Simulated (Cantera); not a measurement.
Input (Python, Cantera):

```python
import numpy as np
import cantera as ct

gas = ct.Solution("gri30.yaml")
gas.TPX = 348, 460000, {'CH4': 1, 'H2': 0.19, 'O2': 2.18, 'N2': 13.1}
inlet = ct.Reservoir(gas, clone=True)
gas.equilibrate("HP")  # start burning
reactor = ct.IdealGasConstPressureReactor(gas, energy="on", clone=False)
exhaust = ct.Reservoir(gas, clone=True)
tau = [0.032, 0.016, 0.0084, 0.0044, 0.0022, 0.0012, 0.0006, 0.00031, 0.00016, 8.1e-05, 4.2e-05, 2.2e-05, 1.1e-05][0]
for a, b in ((inlet, reactor), (reactor, exhaust)):
    ct.MassFlowController(a, b, mdot=lambda t: reactor.mass / tau)
net = ct.ReactorNet([reactor])
show = ['CH4', 'H2', 'O2', 'CO', 'N2O', 'C2H6', 'NO2']

rows = []
print(f"{'tau/s':>10s}{'T/K':>9s}" + "".join(f"{s:>11s}" for s in show))
for tau in [0.032, 0.016, 0.0084, 0.0044, 0.0022, 0.0012, 0.0006, 0.00031, 0.00016, 8.1e-05, 4.2e-05, 2.2e-05, 1.1e-05]:
    net.initial_time = 0.0
    net.advance(30 * tau)
    before = gas.X
    net.advance(40 * tau)
    drift = np.max(np.abs(gas.X - before) / (gas.X + 1e-9))
    rows.append([gas.T, *gas[show].X, drift])
    print(f"{tau:10.3e}{gas.T:9.1f}" + "".join(f"{x:11.3e}" for x in gas[show].X))
```

Result:

```
     tau/s      T/K        CH4         H2         O2         CO        N2O       C2H6        NO2
 3.200e-02   1799.0  1.629e-05  5.912e-04  5.938e-03  1.213e-03  4.139e-07  2.797e-09  5.634e-08
 1.600e-02   1792.3  2.593e-05  8.392e-04  6.321e-03  1.748e-03  4.552e-07  5.801e-09  5.705e-08
 8.400e-03   1783.9  4.034e-05  1.145e-03  6.816e-03  2.428e-03  4.714e-07  1.130e-08  5.645e-08
 4.400e-03   1772.7  6.375e-05  1.539e-03  7.493e-03  3.340e-03  4.690e-07  2.219e-08  5.458e-08
 2.200e-03   1756.6  1.067e-04  2.071e-03  8.492e-03  4.659e-03  4.521e-07  4.742e-08  5.088e-08
 1.200e-03   1737.6  1.734e-04  2.641e-03  9.711e-03  6.236e-03  4.293e-07  9.958e-08  4.589e-08
 6.000e-04   1706.5  3.312e-04  3.447e-03  1.185e-02  8.919e-03  3.946e-07  2.926e-07  3.771e-08
 3.100e-04    348.0  6.072e-02  1.154e-02  1.324e-01 -6.977e-17 -1.603e-21 -2.375e-18 -1.136e-19
 1.600e-04    348.0  6.072e-02  1.154e-02  1.324e-01 -2.220e-20 -5.100e-25 -7.556e-22 -3.614e-23
 8.100e-05    348.0  6.072e-02  1.154e-02  1.324e-01 -1.402e-21 -3.222e-26 -4.773e-23 -2.283e-24
 4.200e-05    348.0  6.072e-02  1.154e-02  1.324e-01 -8.856e-23 -2.035e-27 -3.015e-24 -1.442e-25
 2.200e-05    348.0  6.072e-02  1.154e-02  1.324e-01 -5.594e-24 -1.285e-28 -1.904e-25 -9.108e-27
 1.100e-05    348.0  6.072e-02  1.154e-02  1.324e-01 -3.534e-25 -8.120e-30 -1.203e-26 -5.753e-28
```

Detailed kinetics in Cantera: GRI-Mech 3.0 (53 species, 325 reactions).
